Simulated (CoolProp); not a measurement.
Vapour-liquid equilibrium of carbon dioxide (1) + CHF3 (R23) (2) at 6.38 bar; x and y are mole fractions of (1).

Computed with CoolProp (multi-fluid Helmholtz-energy mixture model, Span 1996 and Penoncello 2003; pair parameters Bell 2016).

```tsv
x	bubble temperature (K)	y at the bubble point	dew temperature at overall composition x (K)	liquid density (mol/L)
0.05	229.6	0.074	229.9	18.63
0.2	227.5	0.273	228.3	19.60
0.35	225.7	0.440	226.6	20.64
0.5	224.2	0.583	225.0	21.76
0.65	223.0	0.710	223.6	22.99
0.8	222.2	0.830	222.4	24.34
0.95	221.6	0.955	221.6	25.84
```

No azeotrope shows between x = 0.05 and 0.95.

Pair parameters are fitted to limited data, so mixtures are less certain than the pure fluids.
